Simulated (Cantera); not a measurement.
Charge: 1 mol Fe₃O₄, 0.02 mol HCl, 0.48 mol N₂, 0.063 mol Cl₂, held at 10.0 mbar.

These are equilibrium values from Cantera (NASA tables, ideal gas, pure condensed phases), not measurements of a reactor. Candidate condensed phases: Fe, FeCl₂, FeCl₃, FeO, Fe(OH)₂, Fe(OH)₃, Fe₂O₃, Fe₃O₄, H₂O, NH₄Cl; 37 gas species. Mutual solubility and eutectic melting of coexisting phases are not modelled. Condensed phases not in the tables: FeOCl. Equilibrium is a limit: real reactors are often held back by kinetics, nucleation or transport.

x: gas mole fraction; n: condensed amount in mol.

```tsv
T (°C)	x N₂	x FeCl₂	x O₂	x HCl	x FeCl₃	x Cl	n Fe₂O₃(s)	n Fe₃O₄(s)
577	0.873	0.0495	<1e-12	0.0364	0.0347	6.66e-7	0.213	0.840
627	0.868	0.0617	5.11e-12	0.0362	0.0307	2.98e-6	0.218	0.837
677	0.865	[?]	[?]	0.0360	[?]	[?]	0.223	0.833
727	0.862	[?]	[?]	0.0359	[?]	[?]	0.228	0.829
777	0.860	0.0867	5.02e-8	0.0358	0.0168	0.000103	0.233	0.825
827	0.858	0.0917	5.96e-7	0.0357	0.0134	0.000264	0.236	0.823
877	0.857	0.0954	5.65e-6	0.0356	0.0107	0.000622	0.238	0.821
927	0.856	0.0979	4.42e-5	0.0354	0.00862	0.00135	0.239	0.821
977	0.854	0.0991	0.000291	0.0353	0.00693	0.00276	0.237	0.822
1027	0.851	0.0990	0.00165	0.0351	0.00556	0.00530	0.230	0.827
1077	0.843	0.0969	0.00824	0.0347	0.00440	0.00961	0.202	0.846
1127	0.816	0.0909	0.0365	0.0334	0.00332	0.0163	0.0917	0.920
```

**Question.** What belongs in the gaps?

**Answer.** 
- 677, x FeCl₂: 0.0719
- 677, x O₂: 1.54e-10
- 677, x FeCl₃: 0.0257
- 677, x Cl: 1.12e-5
- 727, x FeCl₂: 0.0802
- 727, x O₂: 3.25e-9
- 727, x FeCl₃: 0.0209
- 727, x Cl: 3.61e-5
